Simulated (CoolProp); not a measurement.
Properties of carbon dioxide along the isobar 579 kPa.

The numbers come from the reference Helmholtz-energy equation of state, Span 1996 in CoolProp.

```tsv
T (K)	phase	Z	Prandtl number
292.6	gas	0.9687	0.787
305	gas	0.9729	0.780
317.4	gas	0.9763	0.775
329.9	gas	0.9792	0.770
342.3	gas	0.9817	0.767
354.7	gas	0.9838	0.763
367.2	gas	0.9857	0.760
379.6	gas	0.9873	0.758
392	gas	0.9887	0.755
```

Viscosity comes from a separate model (Laesecke 2017). Thermal conductivity comes from a separate model (Huber 2016).
